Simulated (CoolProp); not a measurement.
Saturation properties of toluene (Tc = 591.7 K, pc = 4126 kPa, ω = 0.266).

Values from CoolProp's reference Helmholtz-energy equation of state, Lemmon 2006. It is a short technical equation, of lower accuracy than the large ones.

| T (K) | p (kPa) | vapour density (kg/m³) | liquid viscosity (µPa s) |
|---|---|---|---|
| 392.7 | … | 3.848 | 233 |
| 403.3 | 171.2 | 4.995 | 216 |
| 414 | 222.6 | 6.408 | 201 |
| 424.7 | 285.2 | 8.118 | 187 |
| 435.3 | 359.6 | 10.15 | 175 |
| 446 | … | 12.59 | 164 |
| 456.6 | 552.8 | 15.46 | 153 |
| 467.3 | 675.2 | 18.88 | 143 |
| 478 | 816.8 | 22.91 | 134 |
| 488.6 | 978.0 | 27.62 | … |
| 499.3 | 1164 | 33.24 | 117 |
| 510 | 1374 | 39.92 | 108 |
| 520.6 | 1611 | 47.81 | 100 |
| 531.3 | 1879 | 57.45 | 92.5 |
| 541.9 | 2177 | 69.18 | 84.7 |

Task: What belongs in the gaps?

Result: 
- 392.7, p (kPa): 129.8
- 446, p (kPa): 448.9
- 488.6, liquid viscosity (µPa s): 125

It boils at 383.7 K under 1 atm.

Viscosity comes from a separate model (Avgeri 2015).
